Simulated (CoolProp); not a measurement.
Vapour-liquid equilibrium of R142b (1) + R113 (2) at 0.466 MPa; x and y are mole fractions of (1).

Computed with CoolProp (multi-fluid Helmholtz-energy mixture model, Lemmon 2006 and Marx 1992; pair parameters Bell 2016).

```
x     bubble temperature (K)  y at the bubble point  dew temperature at overall composition x (K)  liquid density (mol/L)
----  ----------------------  ---------------------  --------------------------------------------  ----------------------
0.05                   367.9                  0.193                                         374.0                   7.457
0.2                    349.3                  0.553                                         367.6                   7.997
0.35                   336.6                  0.732                                         360.6                   8.491
0.5                    327.7                  0.833                                         352.5                   8.971
0.65                   320.9                  0.898                                         342.8                   9.464
0.8                    315.4                  0.947                                         330.8                   9.989
0.95                   310.6                  0.987                                         315.0                   10.57
```

No azeotrope shows between x = 0.05 and 0.95.

The pair parameters rest on a limited set of measurements; away from them the model extrapolates.
